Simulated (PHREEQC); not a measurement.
Make-up at 20 °C: 1.4 mol H2SO4, 0.63 mol KCl and 0.81 mol NaCl per kg of water. Closed to the air; pH follows from the charge balance.

All values are PHREEQC results (Pitzer model, pitzer.dat), not measurements.

Precipitation was switched off in this run.

Task: What pH, density, activity of water does the model give?

Result: pH -0.56; density 1.130 g/cm³; activity of water 0.886.

Task: In which forms is S present?

Result: HSO4- 82 %, SO4-2 18 % of the S.

Species that the database lacks are ignored. In brines, pH and single-ion activities rest on the MacInnes convention.
